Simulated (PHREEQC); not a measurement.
# Copper plating or etch bath: an equilibrium model

Solution (10 °C): 1.7 mmol/kgw Cu(NO3)2, 4.5 mmol/kgw H2SO4 and 73 mmol/kgw Na2SO4. Closed to the air; pH follows from the charge balance.

Equilibrium calculation in PHREEQC: ion-association model, phreeqc.dat.

Each row changes one thing in this solution. Precipitation was switched off in this run.

```tsv
case	pH	ionic strength (mol/kgw)	Na+ (mol/kgw)	SO4-2 (mol/kgw)	NaSO4- (mol/kgw)	HSO4- (mol/kgw)
as made	2.52	0.202	0.135	0.0603	0.0111	0.00521
diluted 100-fold with water	4.09	0.00235	0.00146	0.000766	4.11e-6	3.86e-6
temperature from 10 to 20 °C	[?]	0.200	0.135	0.0595	0.0115	0.00559
diluted 2-fold with water	2.71	[?]	0.0692	0.0324	0.00379	0.00215
```

Task: Fill in the missing entries.

Result: 
- temperature from 10 to 20 °C, pH: 2.56
- diluted 2-fold with water, ionic strength (mol/kgw): 0.105

At this temperature some constants are extrapolated from 25 °C, and those without enthalpy data are left unchanged.
